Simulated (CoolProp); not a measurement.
C3F8 (R218) at several states: Z from the reference equation and from simpler models built on Tc = 71.9 °C, pc = 2.640 MPa, ω = 0.317; each cubic takes its own stable root.

Computed with CoolProp (reference Helmholtz-energy equation of state, Lemmon 2006). It is a short technical equation, of lower accuracy than the large ones.

```
T (°C)  p (MPa)          phase  reference  van der Waals  Soave-Redlich-Kwong  Peng-Robinson
------  -------  -------------  ---------  -------------  -------------------  -------------
91.15         4  supercritical        [?]         0.3836                  [?]         0.3738
34.05     0.568            gas     0.8806         0.9084               0.8815         0.8724
-26.35     1.04         liquid    0.06051            [?]              0.06387        0.05644
98.05      7.77  supercritical     0.4653         0.5818                  [?]         0.4665
```

### Question
Some entries are withheld; supply them.

### Answer

- 91.15, reference: 0.3487
- 91.15, Soave-Redlich-Kwong: 0.4015
- -26.35, van der Waals: 0.09698
- 98.05, Soave-Redlich-Kwong: 0.5123
